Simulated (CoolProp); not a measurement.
Values from CoolProp's reference Helmholtz-energy equation of state, Gao 2022.

Question: For n-perfluorobutane, give the phase and the cp (kJ/(kg K)) at 289 K and 0.0158 MPa; 282.1 K and 3.33 MPa.

Answer: 
- 289 K and 0.0158 MPa: gas; cp 0.852
- 282.1 K and 3.33 MPa: liquid; cp 1.11
